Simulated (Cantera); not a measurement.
**Thermodynamics of chemical vapour transport, feed MgO + HCl + O2**

Input: 1 mol MgO, 0.098 mol HCl, 0.011 mol O2, held at 875 °C and 158 Torr.

Cantera equilibrium calculation (NASA polynomials, part measured and part estimated; ideal gas, pure solids and liquids). Candidate condensed phases: H2O, Mg, MgCl2, MgO, Mg(OH)2; 22 gas species. Equilibrium is a limit: real reactors are often held back by kinetics, nucleation or transport.

The x(HCl) comes out as 0.753, the x(H2O) is 0.0934 and the x(Cl2) is 0.0915. The x(O2) comes out as 0.0593. The x(Cl) is 0.00177 and the x(MgCl2) is 0.00106. The x(HOCl) comes out as 1.78e-5 and the x(ClO) is 8.63e-6. The x(OH) is 1.49e-6 and the n(MgO(s)) is 1.000 mol. The gas amount is 0.1043 mol. The log10 activity of Mg(l) (absent) is -20.71.
